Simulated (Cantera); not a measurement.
Charge: 1 mol Fe2O3, 1500 mol H2, 0.11 mol H2O, at 827 °C and 2.00 bar.

Equilibrium computed with Cantera from the NASA thermochemical tables; the gas is ideal and each condensed phase is pure. Candidate condensed phases: Fe, FeO, Fe(OH)2, Fe(OH)3, Fe2O3, Fe3O4, H2O; 12 gas species. The numbers say what is thermodynamically allowed, not how fast it happens.

Base state: H2 0.998, H2O 0.00207 (mole fractions); condensed: Fe(α).

Q: What changes in the equilibrium state with this change: temperature from 827 °C to 1900 °C?

A: 
```json
[
 {"species": "H2", "before": "0.998", "after": "0.993"},
 {"species": "H", "before": "1.83e-8", "after": "0.00340"},
 {"species": "H2O", "before": "0.00207", "after": "0.00207"},
 {"species": "Fe", "before": "<1e-9", "after": "0.00108"},
 {"species": "Fe(α), mol", "before": "2.00", "after": "0"},
 {"species": "Fe(l), mol", "before": "0", "after": "0.373"}
]
```
